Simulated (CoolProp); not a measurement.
Vapour-liquid equilibrium of p-xylene (1) + n-nonane (2) at 372 K; x and y are mole fractions of (1).

Computed with CoolProp (multi-fluid Helmholtz-energy mixture model, Zhou 2012 and Lemmon 2006; pair parameters Bell 2016).

Problem. Give the bubble pressure and the first vapour's composition at x = 0.05, 0.2, 0.5. Is there an azeotrope?

Solution. x = 0.05: 0.02086 MPa, y = 0.079; x = 0.2: 0.02268 MPa, y = 0.282; x = 0.5: 0.02589 MPa, y = 0.599. No azeotrope shows between x = 0.05 and 0.95.

The pair parameters rest on a limited set of measurements; away from them the model extrapolates.
